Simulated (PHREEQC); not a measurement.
Synthetic water in mg/L, 25 °C, pH 6.5, pe 10.6: Na 123; K 1.89; Ca 18.1; Mg 168; Cl 504; S(6) as SO4 220; Alkalinity as HCO3 93.4; Cd 36.

Valence states are taken as typed.

Model: ion-association model, phreeqc.dat, run in PHREEQC.

Problem. The ionic strength comes out as 0.0272 mol/kgw. What activity coefficients do Mg+2, NaSO4-, Na+, Cl-, CdCl+ get?

Solution. Mg+2 0.56, NaSO4- 0.86, Na+ 0.86, Cl- 0.85, CdCl+ 0.86.

Precipitation was switched off in this run. Examples of supersaturated solids here: Otavite. Others may be too. Species that the database lacks are ignored.
